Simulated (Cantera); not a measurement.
# FeS + SO3 + O2 (roasting and sulfation)

Input: 1 mol FeS, 3 mol SO3, 0.094 mol O2, held at 1675 K and 24.0 mbar.

Cantera equilibrium calculation (NASA polynomials, part measured and part estimated; ideal gas, pure solids and liquids). Candidate condensed phases: Fe, FeO, FeS, FeSO4, FeS2, Fe2O3, Fe2(SO4)3, Fe3O4, S; 12 gas species. Mutual solubility and eutectic melting of coexisting phases are not modelled. The tables' stoichiometric FeO is somewhat more stable than real wüstite, so its field is too wide. FeO: taken at fixed stoichiometry. Kinetics and transport are ignored.

```
Item                                 Result
--------------------------------  ---------
x(SO2)                                0.996
x(SO)                               0.00380
x(O2)                               5.54e-5
x(SO3)                              1.93e-5
x(S2)                               1.60e-5
x(S)                                6.48e-6
x(S2O)                              4.80e-6
x(O)                                1.64e-6
x(Fe)                               1.09e-6
n(FeO(l))                         0.391 mol
n(Fe3O4(s))                       0.203 mol
gas amount                        4.000 mol
log10 activity of Fe(δ) (absent)      -2.20
log10 activity of S(l) (absent)       -4.58
```
